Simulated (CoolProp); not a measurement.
A Linde-Hampson liquefier for carbon monoxide: isothermal reversible compression at 250 K from 1 atm to 10 MPa, throttling to 1 atm, return gas leaving the recuperator 2 K below the feed. Each further row changes one setting.

Values from CoolProp's reference Helmholtz-energy equation of state, Lemmon 2006. It is a short technical equation, of lower accuracy than the large ones.

```tsv
case	liquid yield per pass	compression work (kJ/kg of gas)
as stated	?	335
high pressure 20 MPa	?	?
warm-end temperature 280 K	?	?
warm-end gap 7 K	?	335
```

Q: Fill in the missing entries.

A: 
- as stated, liquid yield per pass: 0.082
- high pressure 20 MPa, liquid yield per pass: 0.139
- high pressure 20 MPa, compression work (kJ/kg of gas): 384
- warm-end temperature 280 K, liquid yield per pass: 0.058
- warm-end temperature 280 K, compression work (kJ/kg of gas): 379
- warm-end gap 7 K, liquid yield per pass: 0.069
